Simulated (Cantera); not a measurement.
A Cantera script and what it prints.

```python
import numpy as np
import cantera as ct

gas_names = """
    CL CL2 H HCL H2 N NH NH2 NH3 N2 N2H2 N2H4 Si SiCL SiCL2 SiCL3 SiCL4 SiH SiHCL3 SiH2 SiH2CL2 SiH3
    SiH3CL SiH4 SiN Si2 Si2N Si3
""".split()
cond_names = """
    NH4CL(a) NH4CL(b) Si(cr) Si(L) Si3N4(a)
""".split()


# ... load() reads the species with a 1 bar reference pressure and builds the phases ...
atoms = {
    'SiH2Cl2': {'Si': 1, 'H': 2, 'CL': 2},
    'N2': {'N': 2},
}
top_T = {'Si3N4(a)': 2400}  # K; cautious upper limits of use, not melting points


# ... equilibrate(T, P, feed) seeds the gas with the atoms and calls Mixture.equilibrate('TP', solver="vcs", rtol=1e-11, max_steps=5000) ...
results = []
feed = {'SiH2Cl2': 1, 'N2': 19}  # mol
T = 1525  # K
P = 133.322  # Pa
mix = equilibrate(T, P, feed)
results.append((T, P, feed, dict(zip(mix.species_names, mix.species_moles))))
print(gas.report(threshold=0.0001))
for i in range(1, mix.n_phases):
    print(f"{mix.phase(i).name:16s} {mix.phase_moles(i):12.5e} mol")
```

It prints:

```
       temperature   1525 K
          pressure   133.32 Pa
           density   0.00031156 kg/m^3
  mean mol. weight   29.631 kg/kmol
   phase of matter   gas

                          1 kg             1 kmol
                     ---------------   ---------------
          enthalpy        1.0644e+06         3.154e+07  J
   internal energy        6.3653e+05        1.8861e+07  J
           entropy             10216        3.0271e+05  J/K
    Gibbs function       -1.4515e+07       -4.3009e+08  J
 heat capacity c_p            1195.1             35413  J/K
 heat capacity c_v            914.54             27098  J/K

                      mass frac. Y      mole frac. X     chem. pot. / RT
                     ---------------   ---------------   ---------------
                CL        0.00014351        0.00011995           -28.184
                 H        3.7314e-06        0.00010969           -14.412
               HCL          0.048082          0.039078           -42.595
                H2         0.0019501          0.028662           -28.823
                N2           0.85434           0.90364           -32.784
             SiCL2          0.093028          0.027847           -62.828
             SiCL3         0.0022644        0.00049909           -91.012
     [  +21 minor]        0.00018911        4.2517e-05

Si(cr)            0.00000e+00 mol
Si3N4(a)          1.37238e-01 mol
```

Equilibrium computed with Cantera from the NASA thermochemical tables; the gas is ideal and each condensed phase is pure. The tables' values for SiCl3, SiCl are old estimates; treat these amounts as uncertain.
